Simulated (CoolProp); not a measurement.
R141b along the isotherm 210.35 °C: Z from the reference equation and from simpler models built on Tc = 204.4 °C, pc = 4212 kPa, ω = 0.220; each cubic takes its own stable root.

Computed with CoolProp (reference Helmholtz-energy equation of state, Lemmon 2006). It is a short technical equation, of lower accuracy than the large ones.

```tsv
p (kPa)	phase	reference
20	gas	0.9985
29.3	gas	0.9978
43	gas	0.9968
63.2	gas	0.9953
92.7	gas	0.9931
136	gas	0.9898
200	gas	0.9850
293	gas	0.9779
430	gas	0.9673
632	gas	0.9513
927	gas	0.9271
1360	gas	0.8894
2000	gas	0.8283
2930	gas	0.7223
4300	supercritical	0.4575
6320	supercritical	0.2522
```

### Question
How far does each simpler model (Redlich-Kwong, Soave-Redlich-Kwong, Peng-Robinson) lie from the reference over these 16 states: mean and median of the absolute difference, and the worst?

### Answer
- Redlich-Kwong: mean 1.4 %, median 0.1 %, worst +18.3 % at 210.35 °C and 6320 kPa
- Soave-Redlich-Kwong: mean 1.6 %, median 0.1 %, worst +19.5 % at 210.35 °C and 6320 kPa
- Peng-Robinson: mean 1.3 %, median 0.5 %, worst +8.2 % at 210.35 °C and 6320 kPa
